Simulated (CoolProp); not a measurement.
Methane at 293.15 K and 0.184 MPa is compressed adiabatically to 0.602 MPa with isentropic efficiency 0.7. Each further row changes one setting.

Model: reference Helmholtz-energy equation of state, Setzmann 1991, in CoolProp.

| case | work (kJ/kg) | final temperature (K) | final density (kg/m³) |
|---|---|---|---|
| as stated | … | … | … |
| efficiency 1 | … | 382.2 | … |
| efficiency 0.65 | … | … | … |

**Question.** Fill in the missing entries.

**Answer.** 
- as stated, work (kJ/kg): 294
- as stated, final temperature (K): 416.9
- as stated, final density (kg/m³): 2.79
- efficiency 1, work (kJ/kg): 206
- efficiency 1, final density (kg/m³): 3.05
- efficiency 0.65, work (kJ/kg): 317
- efficiency 0.65, final temperature (K): 425.5
- efficiency 0.65, final density (kg/m³): 2.73
